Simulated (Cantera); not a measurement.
# Si₃N₄ + Si + H₂ + Cl₂ (sublimation and decomposition of ceramics)

Feed: 1 mol Si₃N₄, 0.4 mol Si, 0.22 mol H₂, 0.25 mol Cl₂, held at 2.50 Pa.

Equilibrium computed with Cantera from the NASA thermochemical tables; the gas is ideal and each condensed phase is pure. Candidate condensed phases: NH₄Cl, Si, Si₃N₄; 43 gas species. Ions and electrons are included (thermal ionisation). The tables' values for SiN, SiCl are old estimates; treat these amounts as uncertain. Kinetics and transport are ignored.

From 2727 °C to 4727 °C nothing is condensed. The main Si-bearing gas is Si at 2727 °C and Si+ at 4727 °C.

```tsv
T (°C)	log p Si	log p N	log p N₂	log p e-	log p Si+	log p Cl	log p H
2727	-4.87	-7.41	-5.10	-8.12	-8.12	-5.71	-5.76
3227	-4.88	-6.22	-5.13	-7.07	-7.07	-5.71	-5.77
3727	-4.94	-5.40	-5.29	-6.29	-6.29	-5.75	-5.81
4227	-5.09	-5.02	-5.96	-5.74	-5.74	-5.84	-5.89
4727	-5.37	-5.01	-7.06	-5.37	-5.37	-5.90	-5.96
```
log p: log10 of the partial pressure in bar; nothing condenses.
